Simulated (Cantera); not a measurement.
Charge: 1 mol CH3OH, 0.29 mol CO2, 0.37 mol H2, at 2650 °C and 1 atm.

These are equilibrium values from Cantera (NASA tables, ideal gas, pure condensed phases), not measurements of a reactor. Candidate condensed phases: C, C6H6, C7H8, C8H18, H2O; 110 gas species. Equilibrium is a limit: real reactors are often held back by kinetics, nucleation or transport.

Base state: H2 0.506, CO 0.330, H 0.0876, H2O 0.0657, CO2 0.00592, OH 0.00355, O 0.000380, O2 1.96e-5 (mole fractions); condensed: gas only.

What changes in the equilibrium state with this change: pressure from 1 atm to 0.410 bar?


```tsv
species	before	after
H2	0.506	0.472
CO	0.330	0.322
H	0.0876	0.133
H2O	0.0657	0.0614
O2	1.96e-5	4.89e-5
O	0.000380	0.000943
OH	0.00355	0.00541
CO2	0.00592	0.00579
```

What changes in the equilibrium state with this change: CH3OH replaced by C?


```
species           before     after
----------------  ------  --------
CO                 0.330     0.589
H2                 0.506     0.324
H                 0.0876    0.0701
H2O               0.0657   1.94e-6
C2H2 (acetylene)   <1e-9    0.0160
C2H                <1e-9  0.000532
C4H2               <1e-9  0.000330
C(graphite), mol       0     0.675
```
